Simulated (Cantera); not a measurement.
Hydrocarbon pyrolysis for carbon deposition

A perfectly stirred reactor is fed with C3H8 : H2 = 1 : 13 (molar parts), at 1.00 atm; it is held at 1600 K, and followed from long to short residence time.

Detailed kinetics in Cantera: GRI-Mech 3.0 (53 species, 325 reactions). GRI-Mech 3.0 was tuned for natural gas; its chemistry of propane as a main component is partial and can be far from experiment. GRI-Mech 3.0 stops at C3 and has no aromatics, soot or wall deposition, so with more carbon than oxygen in the feed, carbon stays in small species such as C2H2 where larger ones or solid carbon would form.

```json
[
 {"τ (s)": "5.1", "x C3H8": "6.27e-7", "x H2": "0.875", "x CH4": "0.0616", "x C2H2": "0.0576", "x C2H4": "0.00567"},
 {"τ (s)": "1.7", "x C3H8": "1.82e-6", "x H2": "0.875", "x CH4": "0.0618", "x C2H2": "0.0575", "x C2H4": "0.00571"},
 {"τ (s)": "0.58", "x C3H8": "5.16e-6", "x H2": "0.875", "x CH4": "0.0621", "x C2H2": "0.0573", "x C2H4": "0.00582"},
 {"τ (s)": "0.19", "x C3H8": "1.47e-5", "x H2": "0.874", "x CH4": "0.0625", "x C2H2": "0.0568", "x C2H4": "0.00612"},
 {"τ (s)": "0.065", "x C3H8": "3.82e-5", "x H2": "0.874", "x CH4": "0.0628", "x C2H2": "0.0560", "x C2H4": "0.00680"},
 {"τ (s)": "0.022", "x C3H8": "9.55e-5", "x H2": "0.873", "x CH4": "0.0636", "x C2H2": "0.0543", "x C2H4": "0.00819"},
 {"τ (s)": "0.0072", "x C3H8": "0.000236", "x H2": "0.872", "x CH4": "0.0650", "x C2H2": "0.0509", "x C2H4": "0.0110"}
]
```
x: mole fraction; the columns are a selection and need not sum to one.
